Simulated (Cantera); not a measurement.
An isothermal, constant-pressure homogeneous reactor starts with CH4 : N2 = 1 : 46 (molar parts), at 1450 K and 100.0 Torr. Integrator tolerance rtol = 1e-08.

Detailed kinetics in Cantera: GRI-Mech 3.0 (53 species, 325 reactions). GRI-Mech 3.0 stops at C3 and has no aromatics, soot or wall deposition, so with more carbon than oxygen in the feed, carbon stays in small species such as C2H2 where larger ones or solid carbon would form.

Task: What does this change do: temperature 1450 to 1375 K?

Result: 
```
quantity                                              before                                      after
-----------------  -----------------------------------------  -----------------------------------------
x(CH4) at 80.0 s     0.00138 (gas-phase equilibrium 4.20e-5)   0.00878 (gas-phase equilibrium 0.000110)
x(CH2) at 80.0 s   4.06e-10 (gas-phase equilibrium 1.43e-11)  2.08e-10 (gas-phase equilibrium 4.36e-12)
x(C2H4) at 80.0 s    1.90e-5 (gas-phase equilibrium 2.94e-6)    3.83e-5 (gas-phase equilibrium 7.57e-6)
x(C2H) at 80.0 s    1.83e-9 (gas-phase equilibrium 3.01e-10)  2.05e-10 (gas-phase equilibrium 7.17e-11)
x(C2H6) at 80.0 s   1.05e-7 (gas-phase equilibrium 1.56e-10)   2.35e-6 (gas-phase equilibrium 7.66e-10)
```
